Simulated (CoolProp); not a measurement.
Properties of R236EA along the isotherm 138.85 °C (Tc = 139.3 °C, pc = 3.414 MPa, ω = 0.368).

Computed with CoolProp (reference Helmholtz-energy equation of state, Rui 2013).

| p (MPa) | phase | density (kg/m³) | Joule-Thomson coefficient (K/MPa) | conductivity (mW/(m K)) | Prandtl number | fugacity coefficient |
|---|---|---|---|---|---|---|
| 0.341 | gas | 15.69 | 8.579 | 23.1 | 0.679 | 0.9657 |
| 0.683 | gas | 32.68 | 9.004 | 23.2 | 0.695 | 0.9317 |
| 1.02 | gas | 50.94 | 9.491 | 23.5 | 0.713 | 0.8985 |
| 1.37 | gas | 71.90 | 10.09 | 23.8 | 0.737 | 0.8643 |
| 1.71 | gas | 94.82 | 10.79 | 24.3 | 0.766 | 0.8313 |
| 2.05 | gas | 121.2 | 11.67 | 25.1 | 0.807 | 0.7983 |
| 2.39 | gas | 152.9 | 12.79 | 26.2 | 0.869 | 0.7652 |
| 2.73 | gas | 193.4 | 14.32 | 28.2 | 0.982 | 0.7315 |
| 3.07 | gas | 253.4 | 16.56 | 32.2 | 1.29 | 0.6968 |
| 3.76 | liquid | 843.5 | 3.952 | 46.0 | 3.99 | 0.6084 |
| 4.1 | liquid | 883.0 | 2.842 | 46.3 | 3.64 | 0.5677 |
| 4.44 | liquid | 909.9 | 2.267 | 47.0 | 3.50 | 0.5332 |
| 4.78 | liquid | 930.7 | 1.899 | 47.6 | 3.43 | 0.5034 |
| 5.12 | liquid | 947.8 | 1.637 | 48.2 | 3.38 | 0.4776 |

Viscosity comes from a separate model (Huber 2003), an estimate that may be off by 10 % or more. Thermal conductivity comes from a separate model (Huber 2003), an estimate that may be off by 10 % or more.
